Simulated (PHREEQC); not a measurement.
Dissolve 0.0018 mol HNO3 and 0.143 mol K2SO4 per kg of water at 25 °C. Closed to the air; pH follows from the charge balance.

Equilibrium calculation in PHREEQC: ion-association model, phreeqc.dat.

This is a speciation only: nothing precipitates in the calculation.

**Question.** Order these S species by the share of S that they hold, largest first: SO4-2, HSO4-, KSO4-.

**Answer.** SO4-2 (72 %), KSO4- (28 %), HSO4- (0.90 %)

The pH is 3.40 and the ionic strength 0.349 mol/kgw. Species that the database lacks are ignored.
